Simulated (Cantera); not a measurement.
A perfectly stirred reactor is fed with CH4 : CO : O2 : N2 : H2O = 1 : 0.5 : 1.25 : 7.25 : 1.5 (molar parts), equivalence ratio 1.8, at 0.987 atm; it is adiabatic with a 750 K inlet, and is followed from long to short residence time, starting on the burning branch (τ in s: 0.14, 0.048, 0.016, 0.0054, 0.0018, 0.0006, 0.0002, 6.8e-05, 2.3e-05).

Cantera simulation using GRI-Mech 3.0 (53 species, 325 reactions); the numbers are that mechanism's predictions, not measurements.

**Question.** What does this change do: inlet temperature 750 to 525 K?

**Answer.** 
| quantity | before | after |
|---|---|---|
| blow-out, bracketed by the residence times tried | burning at 5.40 ms, out at 1.80 ms | burning at 48.0 ms, out at 16.0 ms |
| x(CH4) at τ = 0.140 s | 0.00671 | 0.0113 |
| x(CO) at τ = 0.140 s | 0.0597 | 0.0554 |
| x(O2) at τ = 0.140 s | 0.000907 | 0.00317 |
| x(C2H6) at τ = 0.140 s | 1.18e-5 | 7.83e-5 |
| x(H) at τ = 0.140 s | 8.56e-5 | 3.05e-5 |
| x(CH4) at τ = 1.80 ms | 0.0870 | 0.0870 |
| x(CO) at τ = 1.80 ms | 0.0435 | 0.0435 |
| x(O2) at τ = 1.80 ms | 0.109 | 0.109 |
| x(C2H6) at τ = 1.80 ms | <1e-12 | <1e-12 |
| x(H) at τ = 1.80 ms | <1e-12 | <1e-12 |
